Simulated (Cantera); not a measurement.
Feed: 1 mol (CH3)2SiCl2, 2.2 mol CH4, 680 mol H2, equilibrated at 1475 K and 0.00360 bar.

Equilibrium computed with Cantera from the NASA thermochemical tables; the gas is ideal and each condensed phase is pure. Candidate condensed phases: C, C6H6, C7H8, C8H18, Si, SiC; 109 gas species. The feed counts by its element totals alone. Kinetics and transport are ignored.

Base state: H2 0.997, HCl 0.00290, H 0.000216, CH4 1.04e-5 (mole fractions); condensed: C(graphite) + SiC(s).

What changes in the equilibrium state with this change: temperature from 1475 K to 2273 K?


```csv
species,before,after
H2,0.997,0.863
H,0.000216,0.130
C2H2 (acetylene),6.65e-6,0.00269
Si,1.05e-8,0.00119
SiC2,<1e-9,0.000124
C2H,<1e-9,1.71e-5
SiH,2.25e-9,2.57e-5
"C(graphite), mol",3.18,0
"SiC(s), mol",1.000,0
```

What changes in the equilibrium state with this change: temperature from 1475 K to 2123 K?


| species | before | after |
|---|---|---|
| H2 | 0.997 | 0.936 |
| H | 0.000216 | 0.0579 |
| HCl | 0.00290 | 0.00269 |
| C2H2 (acetylene) | 6.65e-6 | 0.00155 |
| Si | 1.05e-8 | 0.00124 |
| SiC2 | <1e-9 | 8.79e-5 |
| Si2C | <1e-9 | 1.72e-5 |
| SiH | 2.25e-9 | 3.72e-5 |
| C(graphite), mol | 3.18 | 1.85 |
| SiC(s), mol | 1.000 | 0 |
